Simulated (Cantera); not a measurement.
Thermodynamics of tantalum, niobium, vanadium and zirconium in process gases, feed Zr + O2 + H2

A closed system holds: 1 mol Zr, 0.28 mol O2, 97 mol H2, at 1.33 mbar.

Equilibrium computed with Cantera from the NASA thermochemical tables; the gas is ideal and each condensed phase is pure. Candidate condensed phases: H2O, Zr, ZrO2; 12 gas species. Mutual solubility and eutectic melting of coexisting phases are not modelled. Condensed phases not in the tables: N, O or C dissolved in the metal. Equilibrium is a limit: real reactors are often held back by kinetics, nucleation or transport.

At 1202 °C the condensed part is Zr(β) + ZrO2(monoclinic). From 1277 °C to 1802 °C the condensed part is Zr(β) + ZrO2(tetragonal).

| T (°C) | x H2 | x H | x ZrO | x Zr | x H2O | x ZrO2 | x OH | n Zr(β) | n ZrO2(monoclinic) | n ZrO2(tetragonal) |
|---|---|---|---|---|---|---|---|---|---|---|
| 1202 | 1.000 | 0.000355 | 7.15e-11 | 4.58e-12 | 2.16e-9 | <1e-12 | <1e-12 | 0.720 | 0.280 | 0 |
| 1277 | 0.999 | 0.000862 | 8.24e-10 | 4.95e-11 | 6.79e-9 | <1e-12 | <1e-12 | 0.720 | 0 | 0.280 |
| 1352 | 0.998 | 0.00193 | 7.55e-9 | 4.30e-10 | 1.92e-8 | <1e-12 | 1.56e-12 | 0.720 | 0 | 0.280 |
| 1427 | 0.996 | 0.00403 | 5.67e-8 | 3.08e-9 | 4.94e-8 | 6.51e-12 | 1.03e-11 | 0.720 | 0 | 0.280 |
| 1502 | 0.992 | 0.00790 | 3.58e-7 | 1.87e-8 | 1.17e-7 | 6.68e-11 | 5.80e-11 | 0.720 | 0 | 0.280 |
| 1577 | 0.985 | 0.0146 | 1.94e-6 | 9.77e-8 | 2.57e-7 | 5.66e-10 | 2.83e-10 | 0.720 | 0 | 0.280 |
| 1652 | 0.974 | 0.0258 | 9.22e-6 | 4.49e-7 | 5.29e-7 | 4.05e-9 | 1.21e-9 | 0.720 | 0 | 0.280 |
| 1727 | 0.956 | 0.0436 | 3.88e-5 | 1.84e-6 | 1.02e-6 | 2.49e-8 | 4.65e-9 | 0.718 | 0 | 0.278 |
| 1802 | 0.930 | 0.0703 | 0.000147 | 6.81e-6 | 1.86e-6 | 1.34e-7 | 1.61e-8 | 0.712 | 0 | 0.272 |
x: gas mole fraction; n: condensed amount in mol.
